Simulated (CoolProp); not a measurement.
Vapour-liquid equilibrium of 1-butene (1) + acetone (2) at 332.9 K; x and y are mole fractions of (1).

Computed with CoolProp (multi-fluid Helmholtz-energy mixture model, Lemmon 2005 and Lemmon 2006; pair parameters Bell 2016).

```tsv
x	bubble pressure (MPa)	y at the bubble point	dew pressure at overall composition x (MPa)	liquid density (mol/L)
0.05	0.1895	0.407	0.1206	12.63
0.15	0.3169	0.665	0.1344	12.25
0.25	0.4147	0.759	0.1516	11.88
0.35	0.4876	0.807	0.1737	11.52
0.45	0.5422	0.838	0.2032	11.18
0.55	0.5854	0.862	0.2442	10.85
0.65	0.6229	0.883	0.3053	10.53
0.75	0.6592	0.906	0.4035	10.24
0.85	0.6970	0.935	0.5641	9.980
0.95	0.7370	0.974	0.7141	9.749
```

No azeotrope shows between x = 0.05 and 0.95.

The pair parameters rest on a limited set of measurements; away from them the model extrapolates. With so large a gap from Raoult's law the liquid may split in two, which this calculation doesn't test in full.
